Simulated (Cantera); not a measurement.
CaO + HCl (oxide etching and cleaning by halides)

Input: 1 mol CaO, 71 mol HCl, at 10.0 Torr.

Method: chemical equilibrium by Gibbs-energy minimisation in Cantera with the NASA 1993 tables (ideal gas, pure condensed phases). Candidate condensed phases: Ca, CaCl2, CaO, Ca(OH)2, H2O; 21 gas species. Condensed phases not in the tables: oxide chlorides. Equilibrium is a limit: real reactors are often held back by kinetics, nucleation or transport.

```csv
T (K),log p HCl,log p Cl,log p H2,log p H2O,log p CaCl2,log p H,log p Cl2,log p OH,n CaCl2(s),n CaCl2(l)
723,-1.88,-10.40,-9.02,-3.72,<-13,<-13,-9.03,<-13,1.00,0
873,-1.88,-8.30,-7.82,-3.72,-10.04,<-13,-7.90,-13.28,1.00,0
1023,-1.88,-6.86,-6.88,-3.72,-7.29,-11.82,-7.19,-11.24,1.000,0
1173,-1.88,-5.84,-6.05,-3.72,-5.43,-9.96,-6.78,-9.78,0,0.981
1323,-1.88,-5.08,-5.35,-3.72,-4.05,-8.48,-6.53,-8.69,0,0.527
1473,-1.89,-4.49,-4.78,-3.73,-3.73,-7.29,-6.35,-7.82,0,0
1623,-1.89,-4.01,-4.30,-3.73,-3.73,-6.31,-6.21,-7.12,0,0
1773,-1.90,-3.61,-3.91,-3.73,-3.73,-5.50,-6.10,-6.53,0,0
1923,-1.92,-3.27,-3.58,-3.74,-3.74,-4.82,-6.02,-6.04,0,0
```
log p: log10 of the partial pressure in bar; n: condensed amount in mol.

From 723 K to 1023 K the condensed part is CaCl2(s). From 1173 K to 1323 K the condensed part is CaCl2(l). From 1473 K to 1923 K nothing is condensed.
